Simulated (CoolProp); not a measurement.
Vapour pressure (MPa) of hydrogen sulfide: the reference equation beside estimates from Tc = 100.0 °C, pc = 8.999 MPa, ω = 0.101. Clausius-Clapeyron is anchored at -4.75 °C with a constant enthalpy of vaporisation of 16.04 kJ/mol.

Computed with CoolProp (reference Helmholtz-energy equation of state, Lemmon 2006). It is a short technical equation, of lower accuracy than the large ones.

| T (°C) | reference | Lee-Kesler | Clausius-Clapeyron | van der Waals | Redlich-Kwong | Soave-Redlich-Kwong | Peng-Robinson |
|---|---|---|---|---|---|---|---|
| -21.65 | 0.5159 | 0.5149 | 0.5526 | 1.484 | 0.5675 | 0.5144 | 0.5168 |
| -17.45 | 0.5961 | 0.5954 | 0.6268 | 1.618 | 0.6564 | 0.5950 | 0.5965 |
| -13.15 | 0.6875 | 0.6873 | 0.7101 | 1.763 | 0.7575 | 0.6870 | 0.6875 |
| -8.95 | 0.7865 | 0.7867 | 0.7990 | 1.913 | 0.8666 | 0.7868 | 0.7861 |
| -4.75 | 0.8958 | 0.8964 | 0.8958 | 2.071 | 0.9867 | 0.8971 | 0.8949 |
| -0.55 | 1.016 | 1.017 | 1.001 | 2.237 | 1.118 | 1.018 | 1.015 |
| 3.75 | 1.151 | 1.152 | 1.117 | 2.415 | 1.265 | 1.155 | 1.149 |
| 7.95 | 1.295 | 1.297 | 1.240 | 2.598 | 1.421 | 1.301 | 1.293 |

Absolute difference from the reference over all 8 rows, mean and median: Lee-Kesler 0.1 and 0.1 %, Clausius-Clapeyron 3.2 and 3.1 %, van der Waals 140.1 and 137.2 %, Redlich-Kwong 10.0 and 10.1 %, Soave-Redlich-Kwong 0.2 and 0.2 %, Peng-Robinson 0.1 and 0.1 %.
